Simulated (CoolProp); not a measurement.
Vapour-liquid equilibrium of n-octane (1) + n-dodecane (2) at 0.00531 MPa; x and y are mole fractions of (1).

Values from CoolProp's multi-fluid Helmholtz-energy mixture model, Beckmüller 2019 and Lemmon 2004; pair parameters Bell 2016.

**Question.** Give the bubble temperature and the first vapour's composition at x = 0.65, 0.75, 0.95. Is there an azeotrope?

**Answer.** x = 0.65: 327.6 K, y = 0.990; x = 0.75: 324.3 K, y = 0.994; x = 0.95: 319.2 K, y = 0.999. No azeotrope shows between x = 0.05 and 0.95.

The pair parameters rest on a limited set of measurements; away from them the model extrapolates.
